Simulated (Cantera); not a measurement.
Source: NASA polynomial tables (part measured, part estimated), evaluated in Cantera. Values are per mole of reaction as written; species without (g) are pure solids or liquids, kept so even where they would boil at 1 bar.

7 TiO₂ + TiCl₄(g) ⇌ 2 Ti₄O₇ + 2 Cl₂(g)

```json
[
 {"T (K)": "973", "ΔH° (kJ)": "581.7", "ΔS° (J/K)": "158.3", "ΔG° (kJ)": "427.7", "log10 K": "-22.96", "condensed phases": "TiO₂(rutile), Ti₄O₇(s)"},
 {"T (K)": "1173", "ΔH° (kJ)": "___", "ΔS° (J/K)": "___", "ΔG° (kJ)": "___", "log10 K": "___", "condensed phases": "TiO₂(rutile), Ti₄O₇(s)"},
 {"T (K)": "1373", "ΔH° (kJ)": "596.5", "ΔS° (J/K)": "171.0", "ΔG° (kJ)": "361.8", "log10 K": "-13.76", "condensed phases": "TiO₂(rutile), Ti₄O₇(s)"},
 {"T (K)": "1573", "ΔH° (kJ)": "___", "ΔS° (J/K)": "___", "ΔG° (kJ)": "___", "log10 K": "___", "condensed phases": "TiO₂(rutile), Ti₄O₇(s)"},
 {"T (K)": "1773", "ΔH° (kJ)": "614.3", "ΔS° (J/K)": "182.3", "ΔG° (kJ)": "291.1", "log10 K": "-8.58", "condensed phases": "TiO₂(rutile), Ti₄O₇(s)"},
 {"T (K)": "1973", "ΔH° (kJ)": "___", "ΔS° (J/K)": "___", "ΔG° (kJ)": "___", "log10 K": "___", "condensed phases": "TiO₂(rutile), Ti₄O₇(l)"},
 {"T (K)": "2173", "ΔH° (kJ)": "___", "ΔS° (J/K)": "___", "ΔG° (kJ)": "___", "log10 K": "___", "condensed phases": "TiO₂(l), Ti₄O₇(l)"},
 {"T (K)": "2373", "ΔH° (kJ)": "634.8", "ΔS° (J/K)": "212.7", "ΔG° (kJ)": "130.1", "log10 K": "-2.86", "condensed phases": "TiO₂(l), Ti₄O₇(l)"}
]
```

Q: What belongs in the gaps?

A: 
- 1173, ΔH° (kJ): 588.7
- 1173, ΔS° (J/K): 164.9
- 1173, ΔG° (kJ): 395.4
- 1173, log10 K: -17.61
- 1573, ΔH° (kJ): 605.1
- 1573, ΔS° (J/K): 176.8
- 1573, ΔG° (kJ): 327.0
- 1573, log10 K: -10.86
- 1973, ΔH° (kJ): 1078.5
- 1973, ΔS° (J/K): 420.6
- 1973, ΔG° (kJ): 248.7
- 1973, log10 K: -6.58
- 2173, ΔH° (kJ): 634.0
- 2173, ΔS° (J/K): 212.3
- 2173, ΔG° (kJ): 172.6
- 2173, log10 K: -4.15
